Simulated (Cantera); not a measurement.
## Equilibrium for nitride etching: Si3N4 + NF3 + H2

A closed system holds: 1 mol Si3N4, 1 mol NF3, 38 mol H2, held at 998 K and 37000 Pa.

Equilibrium computed with Cantera from the NASA thermochemical tables; the gas is ideal and each condensed phase is pure. Candidate condensed phases: Si, Si3N4; 37 gas species. Kinetics and transport are ignored.

The x(H2) is 0.956 and the x(N2) is 0.0251. The x(SiF4) is 0.0187 and the x(HF) comes out as 0.000280. The x(SiHF3) is 0.000133. The x(NH3) is 3.23e-5 and the x(SiF3) is 1.36e-6. The n(Si3N4(s)) is 0.750 mol and the gas amount comes out as 39.75 mol. The log10 activity of Si(s) (absent) is -5.86.
